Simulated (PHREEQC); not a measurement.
Synthetic water in mg/L, 25 °C, pH 6.77, pe 9.6: Na 1.57; K 4.88; Ca 7.48; Mg 1.1; Cl 6.04; S(6) as SO4 13.2; Alkalinity as HCO3 12.4; Cu(2) 0.00696; N(5) as NO3 0.0528.

Valence states are taken as typed.

Model: ion-association model, phreeqc.dat, run in PHREEQC.

This is a speciation only: nothing precipitates in the calculation.

**Question.** What charge-balance error does the model give?

**Answer.** charge-balance error 0.6 %.

**Question.** In which forms is Ca present?

**Answer.** Ca+2 98 %, CaSO4 1.7 % of the Ca.

Species that the database lacks are ignored. The database's constant for dissolved Cu(OH)2 is higher than later reviews accept.
